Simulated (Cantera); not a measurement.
**Low-pressure radical oxidation in H2/O2**

An isothermal, constant-pressure homogeneous reactor starts with H2 : O2 = 0.073 : 1 (molar parts), at 1175 K and 0.0263 atm.

Detailed kinetics in Cantera: GRI-Mech 3.0 (53 species, 325 reactions). Radical loss at walls, strong at low pressure, is not modelled. The temperature is held fixed by assumption; the heat of reaction is taken as removed at once.

| t (s) | x H2 | x O2 | x O | x OH | x H2O2 | x H2O |
|---|---|---|---|---|---|---|
| 5.00e-6 | 0.0680 | 0.932 | 3.31e-11 | 3.20e-11 | <1e-12 | 2.20e-12 |
| 1.52e-5 | 0.0680 | 0.932 | 2.67e-10 | 2.41e-10 | <1e-12 | 5.24e-11 |
| 4.59e-5 | 0.0680 | 0.932 | 1.95e-9 | 1.51e-9 | <1e-12 | 1.05e-9 |
| 0.000139 | 0.0680 | 0.932 | 1.89e-8 | 1.23e-8 | 6.16e-12 | 2.22e-8 |
| 0.000422 | 0.0680 | 0.932 | 1.67e-6 | 1.04e-6 | 6.47e-11 | 2.70e-6 |
| 0.00128 | 0.0115 | 0.894 | 0.0262 | 0.00694 | 6.38e-7 | 0.0450 |
| 0.00387 | 0.00113 | 0.898 | 0.0274 | 0.00350 | 2.43e-7 | 0.0622 |
| 0.0117 | 0.000444 | 0.918 | 0.0103 | 0.00219 | 2.46e-7 | 0.0675 |
| 0.0356 | 7.88e-5 | 0.927 | 0.00183 | 0.000921 | 1.76e-7 | 0.0697 |
| 0.108 | 9.93e-6 | 0.929 | 0.000235 | 0.000332 | 7.89e-8 | 0.0702 |
| 0.327 | 1.43e-6 | 0.929 | 3.49e-5 | 0.000128 | 2.73e-8 | 0.0704 |
| 0.990 | 2.69e-7 | 0.930 | 6.73e-6 | 5.64e-5 | 8.70e-9 | 0.0704 |
| 3.00 | 6.33e-8 | 0.930 | 1.61e-6 | 2.76e-5 | 2.76e-9 | 0.0704 |
x: mole fraction; the columns are a selection and need not sum to one.

Equilibrium at this temperature and pressure: H2 3.37e-9, O2 0.930, O 8.68e-8, OH 6.39e-6, H2O2 2.11e-10, H2O 0.0704 (gas phase only).
